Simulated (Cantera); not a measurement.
Source: NASA polynomial tables (part measured, part estimated), evaluated in Cantera. Values are per mole of reaction as written; species without (g) are pure solids or liquids, kept so even where they would boil at 1 bar.

PbF2 + S ⇌ PbS + 2 F(g)

```json
[
 {"T (K)": "300", "ΔH° (kJ)": "737.4", "ΔS° (J/K)": "263.8", "ΔG° (kJ)": "658.3", "log10 K": "-114.61", "condensed phases": "PbF2(s), S(s), PbS(s)"},
 {"T (K)": "473", "ΔH° (kJ)": "733.4", "ΔS° (J/K)": "253.9", "ΔG° (kJ)": "613.3", "log10 K": "-67.73", "condensed phases": "PbF2(s), S(l), PbS(s)"},
 {"T (K)": "548", "ΔH° (kJ)": "[?]", "ΔS° (J/K)": "[?]", "ΔG° (kJ)": "[?]", "log10 K": "[?]", "condensed phases": "PbF2(s), S(l), PbS(s)"},
 {"T (K)": "623", "ΔH° (kJ)": "[?]", "ΔS° (J/K)": "[?]", "ΔG° (kJ)": "[?]", "log10 K": "[?]", "condensed phases": "PbF2(s), S(l), PbS(s)"},
 {"T (K)": "698", "ΔH° (kJ)": "722.3", "ΔS° (J/K)": "235.5", "ΔG° (kJ)": "557.9", "log10 K": "-41.75", "condensed phases": "PbF2(s), S(l), PbS(s)"},
 {"T (K)": "773", "ΔH° (kJ)": "[?]", "ΔS° (J/K)": "[?]", "ΔG° (kJ)": "[?]", "log10 K": "[?]", "condensed phases": "PbF2(s), S(l), PbS(s)"},
 {"T (K)": "848", "ΔH° (kJ)": "[?]", "ΔS° (J/K)": "[?]", "ΔG° (kJ)": "[?]", "log10 K": "[?]", "condensed phases": "PbF2(s), S(l), PbS(s)"},
 {"T (K)": "923", "ΔH° (kJ)": "712.2", "ΔS° (J/K)": "222.6", "ΔG° (kJ)": "506.7", "log10 K": "-28.68", "condensed phases": "PbF2(s), S(l), PbS(s)"},
 {"T (K)": "998", "ΔH° (kJ)": "710.3", "ΔS° (J/K)": "220.6", "ΔG° (kJ)": "490.1", "log10 K": "-25.65", "condensed phases": "PbF2(s), S(l), PbS(s)"}
]
```

Question: Fill in the missing entries.

Answer: 
- 548, ΔH° (kJ): 731.6
- 548, ΔS° (J/K): 250.3
- 548, ΔG° (kJ): 594.4
- 548, log10 K: -56.66
- 623, ΔH° (kJ): 727.5
- 623, ΔS° (J/K): 243.3
- 623, ΔG° (kJ): 575.9
- 623, log10 K: -48.28
- 773, ΔH° (kJ): 717.6
- 773, ΔS° (J/K): 229.1
- 773, ΔG° (kJ): 540.5
- 773, log10 K: -36.53
- 848, ΔH° (kJ): 714.3
- 848, ΔS° (J/K): 225.0
- 848, ΔG° (kJ): 523.5
- 848, log10 K: -32.25
